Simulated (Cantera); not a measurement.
Charge: 1 mol PbO, 2.8 mol H2, held at 3.10 mbar.

Method: chemical equilibrium by Gibbs-energy minimisation in Cantera with the NASA 1993 tables (ideal gas, pure condensed phases). Candidate condensed phases: H2O, Pb, PbO, PbO2, Pb3O4; 12 gas species. Kinetics and transport are ignored.

x: gas mole fraction; n: condensed amount in mol.

```
T (°C)   x H2  x H2O      x Pb     x Pb2       x H     x PbO  n Pb(s)  n Pb(l)
------  -----  -----  --------  --------  --------  --------  -------  -------
200     0.643  0.357    <1e-12    <1e-12    <1e-12    <1e-12     1.00        0
275     0.643  0.357  4.22e-11    <1e-12    <1e-12    <1e-12     1.00        0
350     0.643  0.357   6.70e-9    <1e-12    <1e-12    <1e-12        0     1.00
425     0.643  0.357         ?    <1e-12    <1e-12    <1e-12        0    1.000
500     0.643  0.357         ?    <1e-12         ?    <1e-12        0    1.000
575     0.643  0.357   9.65e-5  2.04e-11  2.74e-10  1.08e-11        0    1.000
650     0.642  0.357  0.000818  7.37e-10   3.52e-9  3.71e-10        0    0.998
725     0.640  0.355   0.00500   1.53e-8   3.09e-8   7.47e-9        0    0.986
800     0.628  0.349    0.0236   2.05e-7   1.99e-7   9.86e-8        0    0.932
875     0.585  0.325    0.0904   1.93e-6   9.84e-7   9.28e-7        0    0.722
```

**Question.** Some entries are withheld; supply them.

**Answer.** 
- 500, x Pb: 7.45e-6
- 500, x H: 1.31e-11
- 425, x Pb: 3.28e-7
